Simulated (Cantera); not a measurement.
## Equilibrium for silicon carbide growth: SiH2Cl2 + CH4 + H2

A closed system holds: 1 mol SiH2Cl2, 0.99 mol CH4, 1800 mol H2, at 7.40 mbar.

Cantera equilibrium calculation (NASA polynomials, part measured and part estimated; ideal gas, pure solids and liquids). Candidate condensed phases: C, C6H6, C7H8, C8H18, Si, SiC; 109 gas species. Equilibrium is a limit: real reactors are often held back by kinetics, nucleation or transport.

From 1350 °C to 1650 °C the condensed part is SiC(s). From 1725 °C to 2100 °C nothing is condensed. The main Si-bearing gas is Si throughout.

| T (°C) | log p H2 | log p H | log p HCl | log p Si | log p C2H2 (acetylene) | log p Cl | log p SiH | log p Si2C | n SiC(s) |
|---|---|---|---|---|---|---|---|---|---|
| 1350 | -2.13 | -5.23 | -5.09 | -7.55 | -8.99 | -8.29 | -8.31 | -9.98 | 0.988 |
| 1425 | -2.13 | -4.91 | -5.09 | -7.23 | -7.84 | -7.97 | -8.11 | -9.46 | 0.980 |
| 1500 | -2.13 | -4.61 | -5.09 | -6.78 | -7.12 | -7.68 | -7.75 | -8.81 | 0.950 |
| 1575 | -2.13 | -4.34 | -5.09 | -6.30 | -6.58 | -7.42 | -7.37 | -8.17 | 0.856 |
| 1650 | -2.14 | -4.09 | -5.09 | -5.84 | -6.11 | -7.17 | -7.00 | -7.55 | 0.596 |
| 1725 | -2.14 | -3.86 | -5.10 | -5.45 | -5.72 | -6.95 | -6.69 | -7.06 | 0 |
| 1800 | -2.14 | -3.65 | -5.10 | -5.43 | -5.72 | -6.74 | -6.75 | -7.48 | 0 |
| 1875 | -2.15 | -3.46 | -5.11 | -5.43 | -5.72 | -6.55 | -6.81 | -7.89 | 0 |
| 1950 | -2.16 | -3.28 | -5.13 | -5.43 | -5.72 | -6.38 | -6.88 | -8.28 | 0 |
| 2025 | -2.18 | -3.11 | -5.15 | -5.43 | -5.73 | -6.22 | -6.95 | -8.66 | 0 |
| 2100 | -2.20 | -2.96 | -5.17 | -5.44 | -5.74 | -6.07 | -7.03 | -9.02 | 0 |
log p: log10 of the partial pressure in bar; n: condensed amount in mol.
